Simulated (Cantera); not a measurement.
What does this Cantera script print?

```python
import numpy as np
import cantera as ct

gas_names = """
    AL ALN ALO ALO2 AL2 AL2O AL2O2 N NO NO2 NO3 N2 N2O O O2 O3
""".split()
cond_names = """
    AL(cr) AL(L) ALN(s) AL2O3(a) AL2O3(L)
""".split()


# ... load() reads the species with a 1 bar reference pressure and builds the phases ...
atoms = {
    'Al': {'AL': 1},
    'N2O': {'N': 2, 'O': 1},
    'N2': {'N': 2},
}
top_T = {'ALN(s)': 2750}  # K; cautious upper limits of use, not melting points


# ... equilibrate(T, P, feed) seeds the gas with the atoms and calls Mixture.equilibrate('TP', solver="vcs", rtol=1e-11, max_steps=5000) ...
results = []
T = 675  # K
P = 18  # Pa
for m in [1.3, 1.8, 2.3, 2.8, 3.3, 3.8, 4.3, 4.8, 5.4, 5.9]:
    feed = {'Al': 1, 'N2O': m, 'N2': 490}  # mol
    mix = equilibrate(T, P, feed)
    results.append((T, P, feed, dict(zip(mix.species_names, mix.species_moles))))

top = {s: max(r[3][s] / sum(r[3][g] for g in gas_names) for r in results) for s in gas_names}
cols = sorted((s for s in top if top[s] > 0.0001), key=lambda s: -top[s])[:6]
seen = [c for c in cond_names if any(r[3].get(c, 0) > 1e-12 for r in results)]
print("log10 of partial pressures in bar; condensed amounts in mol")
print(f"{'n(N2O)':>10s}" + "".join(f"{s[:9]:>10s}" for s in cols + seen))
for T, P, feed, n in results:
    ng = sum(n[g] for g in gas_names)
    print(f"{feed['N2O']:10.4g}" + "".join(f"{np.log10(max(n[s] / ng * P / 1e5, 1e-99)):10.3f}" for s in cols)
          + "".join(f"{n.get(c, 0):10.4g}" for c in seen))
```

Result:

```
log10 of partial pressures in bar; condensed amounts in mol
    n(N2O)        N2        O2    ALN(s)  AL2O3(a)
       1.3    -3.745   -52.520    0.1333    0.4333
       1.8    -3.745    -7.261         0       0.5
       2.3    -3.745    -6.835         0       0.5
       2.8    -3.745    -6.625         0       0.5
       3.3    -3.746    -6.484         0       0.5
       3.8    -3.746    -6.379         0       0.5
       4.3    -3.746    -6.294         0       0.5
       4.8    -3.746    -6.223         0       0.5
       5.4    -3.746    -6.151         0       0.5
       5.9    -3.747    -6.100         0       0.5
```

Equilibrium computed with Cantera from the NASA thermochemical tables; the gas is ideal and each condensed phase is pure.
